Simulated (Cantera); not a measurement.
Cantera run:

```python
import numpy as np
import cantera as ct

gas_names = """
    B BF BF2 BF3 BH BHF2 BH2 BH3 BO BOF BOF2 BO2 B2 B2O B2O2 B2O3 B3O3F3 B3O3H3 F FO FO2 F2 F2O H HBO
    HBO2 HF HOF HO2 H2 H2F2 H2O H2O2 H3B3O6 H3F3 H4F4 H5F5 H6F6 H7F7 O OH O2 O3
""".split()
cond_names = """
    B(b) B(L) B2O3(L) B3O3H3(cr) H2O(s) H2O(L)
""".split()


def load(file, names, dense=False):
    # The tables refer to 1 bar. Condensed volumes are neglected.
    table = {s.name: s for s in ct.Species.list_from_file(file)}
    out = []
    for n in names:
        d = dict(table[n].input_data)
        d["thermo"] = dict(d["thermo"], **{"reference-pressure": 1e5})
        if dense:
            d["equation-of-state"] = {"model": "constant-volume", "density": "1e6 g/cm^3"}
        out.append(ct.Species.from_dict(d))
    return out


gas = ct.Solution(thermo="ideal-gas", species=load("nasa_gas.yaml", gas_names))
cond = {s.name: ct.Solution(thermo="fixed-stoichiometry", species=[s], name=s.name)
        for s in load("nasa_condensed.yaml", cond_names, dense=True)}
atoms = {
    'BF3': {'B': 1, 'F': 3},
    'H2O': {'H': 2, 'O': 1},
    'H2': {'H': 2},
    'O2': {'O': 2},
}
top_T = {}  # K; cautious upper limits of use, not melting points


def equilibrate(T, P, feed):
    n = {}
    for name, mol in feed.items():
        for a, k in atoms[name].items():
            n[a] = n.get(a, 0.0) + k * mol
    gas.TPX = T, P, n
    mass = sum(n.values()) * gas.mean_molecular_weight
    gas.equilibrate("TP")
    valid = [c for c in cond.values() if c.min_temp <= T <= top_T.get(c.name, c.max_temp)]
    mix = ct.Mixture([(gas, mass / gas.mean_molecular_weight)] + [(c, 0.0) for c in valid])
    mix.T, mix.P = T, P
    mix.equilibrate("TP", solver="vcs", rtol=1e-11, max_steps=5000)
    return mix


results = []
feed = {'BF3': 1, 'H2O': 1.8, 'H2': 15, 'O2': 0.028}  # mol
P = 13332.2  # Pa
for T in [1373, 1473, 1573, 1673, 1773, 1873, 1973, 2073, 2173, 2273, 2373]:
    mix = equilibrate(T, P, feed)
    results.append((T, P, feed, dict(zip(mix.species_names, mix.species_moles))))
    x = sorted(zip(gas.X, gas.species_names), reverse=True)
    print(f"T = {T:g} K  P = {P:g} Pa  gas = {mix.phase_moles(0):.4g} mol")
    print("   x: " + "  ".join(f"{s} {v:.3e}" for v, s in x if v > 0.001))
    print("   condensed (mol): " + ("  ".join(f"{mix.phase(i).name} {mix.phase_moles(i):.4g}"
          for i in range(1, mix.n_phases) if mix.phase_moles(i) > 1e-12) or "none"))
```

It prints:

```
T = 1373 K  P = 13332.2 Pa  gas = 18.35 mol
   x: H2 8.142e-01  HF 8.313e-02  H2O 5.724e-02  BOF 2.095e-02  BF3 1.727e-02  HBO2 4.615e-03  B3O3F3 2.486e-03
   condensed (mol): B2O3(L) 0.03673
T = 1473 K  P = 13332.2 Pa  gas = 18.59 mol
   x: H2 8.038e-01  HF 9.320e-02  H2O 5.010e-02  BOF 3.537e-02  BF3 1.043e-02  HBO2 6.410e-03
   condensed (mol): none
T = 1573 K  P = 13332.2 Pa  gas = 18.7 mol
   x: H2 7.988e-01  HF 1.033e-01  H2O 4.451e-02  BOF 4.169e-02  HBO2 6.338e-03  BF3 5.058e-03
   condensed (mol): none
T = 1673 K  P = 13332.2 Pa  gas = 18.76 mol
   x: H2 7.962e-01  HF 1.087e-01  BOF 4.450e-02  H2O 4.159e-02  HBO2 6.248e-03  BF3 2.205e-03
   condensed (mol): none
T = 1773 K  P = 13332.2 Pa  gas = 18.79 mol
   x: H2 7.947e-01  HF 1.112e-01  BOF 4.554e-02  H2O 4.024e-02  HBO2 6.258e-03
   condensed (mol): none
T = 1873 K  P = 13332.2 Pa  gas = 18.81 mol
   x: H2 7.934e-01  HF 1.124e-01  BOF 4.576e-02  H2O 3.960e-02  HBO2 6.309e-03  H 1.574e-03
   condensed (mol): none
T = 1973 K  P = 13332.2 Pa  gas = 18.83 mol
   x: H2 7.914e-01  HF 1.130e-01  BOF 4.559e-02  H2O 3.924e-02  HBO2 6.361e-03  H 3.287e-03
   condensed (mol): none
T = 2073 K  P = 13332.2 Pa  gas = 18.86 mol
   x: H2 7.882e-01  HF 1.135e-01  BOF 4.519e-02  H2O 3.900e-02  H 6.395e-03  HBO2 6.391e-03
   condensed (mol): none
T = 2173 K  P = 13332.2 Pa  gas = 18.91 mol
   x: H2 7.830e-01  HF 1.138e-01  BOF 4.458e-02  H2O 3.877e-02  H 1.169e-02  HBO2 6.384e-03  HBO 1.244e-03
   condensed (mol): none
T = 2273 K  P = 13332.2 Pa  gas = 19 mol
   x: H2 7.747e-01  HF 1.140e-01  BOF 4.372e-02  H2O 3.850e-02  H 2.025e-02  HBO2 6.324e-03  HBO 1.626e-03
   condensed (mol): none
T = 2373 K  P = 13332.2 Pa  gas = 19.13 mol
   x: H2 7.620e-01  HF 1.141e-01  BOF 4.253e-02  H2O 3.814e-02  H 3.339e-02  HBO2 6.192e-03  HBO 2.044e-03
   condensed (mol): none
```

Method: chemical equilibrium by Gibbs-energy minimisation in Cantera with the NASA 1993 tables (ideal gas, pure condensed phases). The tables' values for BF2 are old estimates; treat these amounts as uncertain. Gases not in the tables: H3BO3.
